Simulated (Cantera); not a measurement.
Feed: 1 mol SiCl4, 0.97 mol Cl2, 6.5 mol H2, equilibrated at 900 K and 1 atm.

These are equilibrium values from Cantera (NASA tables, ideal gas, pure condensed phases), not measurements of a reactor. Candidate condensed phases: Si; 19 gas species. Rates play no part.

Task: What is the equilibrium state?

Result: 
- x(H2): 0.652
- x(HCl): 0.230
- x(SiCl4): 0.117
- x(SiHCl3): 0.000943
- x(SiCl3): 4.83e-6
- gas amount: 8.470 mol
- log10 activity of Si(s) (absent): -7.07
